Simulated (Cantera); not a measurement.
Charge: 1 mol SiCl4, 98 mol N2, 0.72 mol H2, equilibrated at 105 Torr.

Method: chemical equilibrium by Gibbs-energy minimisation in Cantera with the NASA 1993 tables (ideal gas, pure condensed phases). Candidate condensed phases: NH4Cl, Si, Si3N4; 28 gas species. N2 is the only nitrogen source here; it is nearly inert below about 1500 K, so the nitride shown seldom forms there in practice. The numbers say what is thermodynamically allowed, not how fast it happens.

Question: What share of the Si ends up in condensed phases as a function of T (K), at 823, 898, 973, 1048, 1123, 1198, 1273, 1348, 1423, 1498?

Answer: 
| T (K) | Si condensed (%) | as |
|---|---|---|
| 823 | 30.5 | Si3N4(s) |
| 898 | 31.3 | Si3N4(s) |
| 973 | 31.8 | Si3N4(s) |
| 1048 | 32.3 | Si3N4(s) |
| 1123 | 32.5 | Si3N4(s) |
| 1198 | 32.5 | Si3N4(s) |
| 1273 | 31.7 | Si3N4(s) |
| 1348 | 28.9 | Si3N4(s) |
| 1423 | 21.7 | Si3N4(s) |
| 1498 | 7.1 | Si3N4(s) |
